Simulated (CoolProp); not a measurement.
Vapour-liquid equilibrium of propane (1) + cyclopropane (2) at 1.08 MPa; x and y are mole fractions of (1).

The numbers come from the multi-fluid Helmholtz-energy mixture model, Lemmon 2009 and Polt 1992; pair parameters Bell 2016 in CoolProp. This equation is an older, rougher fit; its heat capacities, sound speeds and derivatives of the liquid may be far off and weren't checked against measurements.

```json
[
 {"x": "0.05", "bubble temperature (K)": "(withheld)", "y at the bubble point": "0.070", "dew temperature at overall composition x (K)": "313.0", "liquid density (mol/L)": "13.93"},
 {"x": "0.15", "bubble temperature (K)": "310.7", "y at the bubble point": "(withheld)", "dew temperature at overall composition x (K)": "311.4", "liquid density (mol/L)": "13.57"},
 {"x": "0.25", "bubble temperature (K)": "309.0", "y at the bubble point": "0.311", "dew temperature at overall composition x (K)": "309.9", "liquid density (mol/L)": "13.23"},
 {"x": "0.35", "bubble temperature (K)": "307.5", "y at the bubble point": "0.415", "dew temperature at overall composition x (K)": "(withheld)", "liquid density (mol/L)": "12.89"},
 {"x": "0.45", "bubble temperature (K)": "306.3", "y at the bubble point": "0.510", "dew temperature at overall composition x (K)": "307.0", "liquid density (mol/L)": "(withheld)"},
 {"x": "0.55", "bubble temperature (K)": "305.2", "y at the bubble point": "0.599", "dew temperature at overall composition x (K)": "305.8", "liquid density (mol/L)": "12.25"},
 {"x": "0.65", "bubble temperature (K)": "304.4", "y at the bubble point": "0.685", "dew temperature at overall composition x (K)": "304.7", "liquid density (mol/L)": "11.94"},
 {"x": "0.75", "bubble temperature (K)": "303.8", "y at the bubble point": "0.771", "dew temperature at overall composition x (K)": "303.9", "liquid density (mol/L)": "11.65"},
 {"x": "0.85", "bubble temperature (K)": "303.4", "y at the bubble point": "0.858", "dew temperature at overall composition x (K)": "303.4", "liquid density (mol/L)": "(withheld)"},
 {"x": "0.95", "bubble temperature (K)": "303.2", "y at the bubble point": "0.951", "dew temperature at overall composition x (K)": "303.2", "liquid density (mol/L)": "11.11"}
]
```

### Question
Fill in the missing entries.

### Answer

- 0.05, bubble temperature (K): 312.7
- 0.15, y at the bubble point: 0.197
- 0.35, dew temperature at overall composition x (K): 308.4
- 0.45, liquid density (mol/L): 12.56
- 0.85, liquid density (mol/L): 11.38

No azeotrope shows between x = 0.05 and 0.95.

The pair parameters rest on a limited set of measurements; away from them the model extrapolates.
